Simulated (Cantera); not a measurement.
Cantera with NASA thermochemical tables; ideal gases at 1 bar, condensed phases pure. Values are per mole of reaction as written; species without (g) are pure solids or liquids, kept so even where they would boil at 1 bar. TiC: taken at fixed stoichiometry.

2 TiC + 3 H2(g) → C2H6(g) + 2 Ti, with ΔH° = 284.3 kJ and ΔS° = -150.1 J/K at 300 K.

### Question
How far is the shortcut ΔG° ≈ ΔH°(300 K) − T·ΔS°(300 K) from the full temperature-dependent value at 350, 500, 650, 800, 950, 1100, 1250, 1400 K?

### Answer
```csv
T (K),shortcut (kJ),full (kJ),difference (kJ),difference in log10 K,condensed phases
350,336.8,337.0,-0.2,0.03,"TiC(s), Ti(α)"
500,359.3,362.2,-2.8,0.30,"TiC(s), Ti(α)"
650,381.8,389.4,-7.6,0.61,"TiC(s), Ti(α)"
800,404.4,417.8,-13.4,0.88,"TiC(s), Ti(α)"
950,426.9,446.8,-19.9,1.09,"TiC(s), Ti(α)"
1100,449.4,476.0,-26.5,1.26,"TiC(s), Ti(α)"
1250,471.9,504.4,-32.5,1.36,"TiC(s), Ti(β)"
1400,494.4,532.6,-38.2,1.42,"TiC(s), Ti(β)"
```
The shortcut ignores heat capacities and the phase changes listed.
